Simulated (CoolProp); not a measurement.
A single-stage vapour-compression cycle with sulfur dioxide: evaporating at 223.15 K (dew point), condensing at 257.15 K (bubble point), superheat 0 K, subcooling 0 K, compressor efficiency 0.9, no pressure losses. Each further row changes one setting.

Computed with CoolProp (reference Helmholtz-energy equation of state, Gao 2016).

```tsv
case	cooling COP	pressure ratio	discharge temperature (K)	refrigerating effect (kJ/kg)	volumetric capacity (kJ/m³)
as stated	5.03	6.66	345.9	377	151
evaporating temperature 228.15 K	6.20	4.83	329.1	380	206
condensing temperature 252.15 K	6.03	5.23	328.2	384	154
subcooling 5 K	5.12	6.66	345.9	384	154
superheat 10 K	4.90	6.66	359.7	383	147
compressor efficiency 0.8	4.47	6.66	360.0	377	151
```
